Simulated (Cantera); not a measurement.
A perfectly stirred reactor is fed with 100 % N2O, at 1200 Pa; it is held at 1575 K, and followed from long to short residence time.

Computed with Cantera and GRI-Mech 3.0 (53 species, 325 reactions). GRI-Mech 3.0 was tuned for natural gas; its chemistry of N2O as a main component is partial and can be far from experiment. Radical loss at walls, strong at low pressure, is not modelled. The temperature is held fixed by assumption; the heat of reaction is taken as removed at once.

**Question.** Predict: x(N2O) at τ = 5.90 s; x(O) at τ = 5.90 s; x(N2) at τ = 5.90 s; x(NO2) at τ = 5.90 s; x(O2) at τ = 5.90 s; x(N2O) at τ = 86.0 ms; x(O) at τ = 86.0 ms; x(N2) at τ = 86.0 ms; x(NO2) at τ = 86.0 ms; x(O2) at τ = 86.0 ms.

**Answer.** 
| Property | Result |
|---|---|
| x(N2O) at τ = 5.90 s | 0.0661 |
| x(O) at τ = 5.90 s | 0.000139 |
| x(N2) at τ = 5.90 s | 0.535 |
| x(NO2) at τ = 5.90 s | 3.91e-5 |
| x(O2) at τ = 5.90 s | 0.223 |
| x(N2O) at τ = 86.0 ms | 0.828 |
| x(O) at τ = 86.0 ms | 0.000141 |
| x(N2) at τ = 86.0 ms | 0.0983 |
| x(NO2) at τ = 86.0 ms | 2.62e-6 |
| x(O2) at τ = 86.0 ms | 0.0409 |
